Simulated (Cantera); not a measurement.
A freely propagating, adiabatic, planar premixed flame of H₂ : O₂ : N₂ : H₂O = 1 : 0.227 : 0.773 : 0.36 (molar parts), unburnt at 673 K and 100000 Pa; mixture-averaged transport, grid criteria slope 0.08 and curve 0.16, no radiation.

Model: the H2/O2 subset of GRI-Mech 3.0, which has no nitrogen chemistry, integrated in Cantera. Burning velocities carry a grid error of a few per cent, more on coarse grids.

```
quantity                    before     after
------------------------  --------  --------
laminar burning velocity  896 cm/s  362 cm/s
thermal thickness         0.426 mm  0.336 mm
peak x(HO₂)               0.000343  0.000529
peak x(O)                  0.00239   0.00142
peak x(H)                   0.0635    0.0438
```

Problem. Which change was made?
A) H2 1 to 0.8 parts
B) inlet temperature 673 to 425 K
C) inlet temperature 673 to 625 K
D) inlet temperature 673 to 525 K

Solution. B, inlet temperature 673 to 425 K
